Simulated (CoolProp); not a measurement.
Values from CoolProp's reference Helmholtz-energy equation of state, Lemmon 2004. It is a short technical equation, of lower accuracy than the large ones.

### Question
For n-dodecane, give the phase and the isothermal compressibility (1/MPa), expansivity (1/kK), fugacity coefficient at -3.85 °C and 214 kPa.

### Answer
- -3.85 °C and 214 kPa: liquid; isothermal compressibility 0.000820, expansivity 0.980, fugacity coefficient 5.59e-6
